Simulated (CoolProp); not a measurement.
Properties of cyclopropane along the isobar 0.101 MPa (Tc = 125.5 °C, pc = 5.605 MPa, ω = 0.131).

Values from CoolProp's reference Helmholtz-energy equation of state, Polt 1992. This equation is an older, rougher fit.

| T (°C) | phase | density (kg/m³) | cp (kJ/(kg K)) | cv (kJ/(kg K)) | expansivity (1/kK) |
|---|---|---|---|---|---|
| 9.25 | gas | 1.846 | 1.288 | … | 3.788 |
| 20.75 | gas | 1.770 | 1.338 | 1.123 | 3.607 |
| 32.15 | gas | 1.700 | 1.389 | 1.177 | 3.446 |
| 43.55 | gas | 1.636 | … | 1.231 | 3.301 |
| 55.05 | gas | 1.576 | 1.494 | 1.286 | 3.168 |
| 66.45 | gas | 1.521 | 1.548 | 1.341 | 3.048 |
| 77.85 | gas | 1.470 | 1.602 | 1.396 | 2.938 |
| 89.25 | gas | 1.423 | 1.656 | … | 2.836 |
| 100.75 | gas | 1.378 | 1.711 | 1.506 | 2.740 |
| 112.15 | gas | 1.336 | 1.764 | 1.561 | 2.653 |
| 123.55 | gas | 1.297 | … | 1.614 | 2.571 |
| 135.05 | gas | 1.260 | 1.870 | 1.668 | 2.493 |
| 146.45 | gas | 1.225 | … | 1.720 | 2.422 |
| 157.85 | gas | 1.192 | … | 1.771 | 2.354 |
| 169.35 | gas | 1.161 | 2.022 | 1.821 | 2.290 |

Task: Complete the blanks.

Result: 
- 9.25, cv (kJ/(kg K)): 1.071
- 43.55, cp (kJ/(kg K)): 1.441
- 89.25, cv (kJ/(kg K)): 1.451
- 123.55, cp (kJ/(kg K)): 1.817
- 146.45, cp (kJ/(kg K)): 1.922
- 157.85, cp (kJ/(kg K)): 1.972
